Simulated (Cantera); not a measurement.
An adiabatic, constant-pressure homogeneous reactor starts with C3H8 : O2 : N2 = 1 : 8.2 : 42.6 (molar parts), equivalence ratio 0.61, at 1550 K and 5.00 bar. Integrator tolerance rtol = 1e-08.

Cantera simulation using GRI-Mech 3.0 (53 species, 325 reactions); the numbers are that mechanism's predictions, not measurements. GRI-Mech 3.0 was tuned for natural gas; its chemistry of propane as a main component is partial and can be far from experiment.

Q: What does this change do: N2 42.6 to 31 parts?

A: 
```json
[
 {"quantity": "time of steepest temperature rise", "before": "21.5 µs", "after": "18.4 µs"},
 {"quantity": "temperature at 0.100 s", "before": "2471 K", "after": "2637 K"},
 {"quantity": "equilibrium temperature", "before": "2471 K", "after": "2637 K"},
 {"quantity": "x(C3H8) at 0.100 s", "before": "<1e-12 (gas-phase equilibrium <1e-12)", "after": "<1e-12 (gas-phase equilibrium <1e-12)"},
 {"quantity": "x(O2) at 0.100 s", "before": "0.0547 (gas-phase equilibrium 0.0547)", "after": "0.0696 (gas-phase equilibrium 0.0696)"},
 {"quantity": "x(C2H4) at 0.100 s", "before": "<1e-12 (gas-phase equilibrium <1e-12)", "after": "<1e-12 (gas-phase equilibrium <1e-12)"},
 {"quantity": "x(C2H) at 0.100 s", "before": "<1e-12 (gas-phase equilibrium <1e-12)", "after": "<1e-12 (gas-phase equilibrium <1e-12)"},
 {"quantity": "x(CO2) at 0.100 s", "before": "0.0533 (gas-phase equilibrium 0.0533)", "after": "0.0641 (gas-phase equilibrium 0.0641)"}
]
```

Q: What does this change do: O2 8.2 to 11 parts?

A: 
| quantity | before | after |
|---|---|---|
| time of steepest temperature rise | 21.5 µs | 18.3 µs |
| temperature at 0.100 s | 2471 K | 2429 K |
| equilibrium temperature | 2471 K | 2429 K |
| x(C3H8) at 0.100 s | <1e-12 (gas-phase equilibrium <1e-12) | <1e-12 (gas-phase equilibrium <1e-12) |
| x(O2) at 0.100 s | 0.0547 (gas-phase equilibrium 0.0547) | 0.0998 (gas-phase equilibrium 0.0998) |
| x(C2H4) at 0.100 s | <1e-12 (gas-phase equilibrium <1e-12) | <1e-12 (gas-phase equilibrium <1e-12) |
| x(C2H) at 0.100 s | <1e-12 (gas-phase equilibrium <1e-12) | <1e-12 (gas-phase equilibrium <1e-12) |
| x(CO2) at 0.100 s | 0.0533 (gas-phase equilibrium 0.0533) | 0.0519 (gas-phase equilibrium 0.0519) |
